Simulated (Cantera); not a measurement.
Input (Python, Cantera) and output of one run.

```python
import numpy as np
import cantera as ct

gas_names = """
    Fe FeO Fe(OH)2 H HNO HNO2 HNO3 HO2 H2 H2O H2O2 N NH NH2 NH3 NH2OH NO NO2 NO3 N2 N2H2 N2H4 N2O O OH
    O2 O3
""".split()
cond_names = """
    Fe(a) Fe(c) Fe(d) Fe(L) FeO(s) FeO(L) Fe(OH)2(s) Fe(OH)3(s) Fe2O3(s) Fe3O4(s) H2O(s) H2O(L)
""".split()


def load(file, names, dense=False):
    # The tables refer to 1 bar. Condensed volumes are neglected.
    table = {s.name: s for s in ct.Species.list_from_file(file)}
    out = []
    for n in names:
        d = dict(table[n].input_data)
        d["thermo"] = dict(d["thermo"], **{"reference-pressure": 1e5})
        if dense:
            d["equation-of-state"] = {"model": "constant-volume", "density": "1e6 g/cm^3"}
        out.append(ct.Species.from_dict(d))
    return out


gas = ct.Solution(thermo="ideal-gas", species=load("nasa_gas.yaml", gas_names))
cond = {s.name: ct.Solution(thermo="fixed-stoichiometry", species=[s], name=s.name)
        for s in load("nasa_condensed.yaml", cond_names, dense=True)}
atoms = {
    'Fe': {'Fe': 1},
    'NH3': {'N': 1, 'H': 3},
    'H2': {'H': 2},
    'H2O': {'H': 2, 'O': 1},
}
top_T = {'Fe2O3(s)': 1830, 'Fe3O4(s)': 1870}  # K; cautious upper limits of use, not melting points


def equilibrate(T, P, feed):
    n = {}
    for name, mol in feed.items():
        for a, k in atoms[name].items():
            n[a] = n.get(a, 0.0) + k * mol
    gas.TPX = T, P, n
    mass = sum(n.values()) * gas.mean_molecular_weight
    gas.equilibrate("TP")
    valid = [c for c in cond.values() if c.min_temp <= T <= top_T.get(c.name, c.max_temp)]
    mix = ct.Mixture([(gas, mass / gas.mean_molecular_weight)] + [(c, 0.0) for c in valid])
    mix.T, mix.P = T, P
    mix.equilibrate("TP", solver="vcs", rtol=1e-11, max_steps=5000)
    return mix


results = []
feed = {'Fe': 1, 'NH3': 0.41, 'H2': 19, 'H2O': 0.058}  # mol
T = 1850  # K
P = 101325  # Pa
mix = equilibrate(T, P, feed)
results.append((T, P, feed, dict(zip(mix.species_names, mix.species_moles))))
x = sorted(zip(gas.X, gas.species_names), reverse=True)
print(f"T = {T:g} K  P = {P:g} Pa  gas = {mix.phase_moles(0):.4g} mol")
print("   x: " + "  ".join(f"{s} {v:.3e}" for v, s in x if v > 1e-05))
print("   condensed (mol): " + ("  ".join(f"{mix.phase(i).name} {mix.phase_moles(i):.4g}"
      for i in range(1, mix.n_phases) if mix.phase_moles(i) > 1e-12) or "none"))
```

It prints:

```
T = 1850 K  P = 101325 Pa  gas = 19.88 mol
   x: H2 9.862e-01  N2 1.031e-02  H2O 2.917e-03  H 5.315e-04  Fe 5.777e-05
   condensed (mol): Fe(L) 0.9989
```

Cantera equilibrium calculation (NASA polynomials, part measured and part estimated; ideal gas, pure solids and liquids).
